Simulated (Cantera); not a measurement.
Predominance diagram of Ta at 975 K against the partial pressures of O2 and CO (log10, bar). Source: NASA polynomial tables (part measured, part estimated), evaluated in Cantera. Candidates: Ta(s), TaC(s), Ta2O5(s). Only these pure phases compete in this equilibrium. TaC: taken at fixed stoichiometry. Not in the tables: Ta2C.

### Question
Which phase is stable at these pairs, and which metal-bearing vapour leads over it? (-43, -12.7); (-37.6, -9.2); (-8.1, -13.8); (-8.1, -6.9); (-21.5, -11.5); (-16.1, -13.8); (-8.1, -10.4)

### Answer
```csv
log p(O2),log p(CO),phase,chief vapour,log p (bar)
-43,-12.7,TaC(s),TaO,-32.7
-37.6,-9.2,TaC(s),TaO,-30.8
-8.1,-13.8,Ta2O5(s),TaO2,-28.9
-8.1,-6.9,Ta2O5(s),TaO2,-28.9
-21.5,-11.5,Ta2O5(s),TaO2,-25.6
-16.1,-13.8,Ta2O5(s),TaO2,-26.9
-8.1,-10.4,Ta2O5(s),TaO2,-28.9
```
